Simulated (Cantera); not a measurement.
A closed system holds: 1 mol Si2H6, 15 mol N2, held at 1475 K and 1.33 mbar.

Cantera equilibrium calculation (NASA polynomials, part measured and part estimated; ideal gas, pure solids and liquids). Candidate condensed phases: Si, Si3N4; 18 gas species. The feed counts by its element totals alone. N2 is the only nitrogen source here; it is nearly inert below about 1500 K, so the nitride shown seldom forms there in practice. Rates play no part.

What is the equilibrium state?


| Item | Value |
|---|---|
| x(N2) | 0.820 |
| x(H2) | 0.180 |
| x(H) | 0.000151 |
| n(Si3N4(s)) | 0.667 mol |
| gas amount | 16.67 mol |
| log10 activity of Si(s) (absent) | -1.05 |
